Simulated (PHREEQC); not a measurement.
Alkaline etch or developer: speciation

Dissolve 9.8 mmol/kgw LiOH, 3.6 mmol/kgw H3BO3 and 1.1 mmol/kgw Na2CO3 at 75 °C. Closed to the air; pH follows from the charge balance.

All values are PHREEQC results (ion-association model, phreeqc.dat), not measurements.

Each row changes one thing in this solution. Precipitation was switched off in this run.

```
case                                                pH  ionic strength (mol/kgw)  CO3-2 (mol/kgw)  HCO3- (mol/kgw)  NaHCO3 (mol/kgw)  CO2 (mol/kgw)
-----------------------------------------------  -----  ------------------------  ---------------  ---------------  ----------------  -------------
as made                                          10.45                    0.0126         0.000716         0.000237           1.68e-7        1.58e-8
diluted 10-fold with water                        9.55                   0.00122          2.55e-5          8.37e-5           7.43e-9        4.70e-8
Na2CO3 from 0.0011 to 0.00121 mol/kgw            10.45                    0.0128         0.000779         0.000257           1.99e-7        1.70e-8
H3BO3 replaced by Cu(BF4)2 at the same molality   4.31                    0.0215         2.97e-11          1.23e-5           8.70e-9        0.00108
diluted 100-fold with water                       8.66                  0.000120          3.79e-7          1.06e-5          9.98e-11        4.78e-8
H3BO3 left out                                   10.63                    0.0126         0.000774         0.000168           1.18e-7        7.30e-9
```

At this temperature some constants are extrapolated from 25 °C, and those without enthalpy data are left unchanged. Real BF4- forms and hydrolyses slowly; the run takes it at equilibrium.
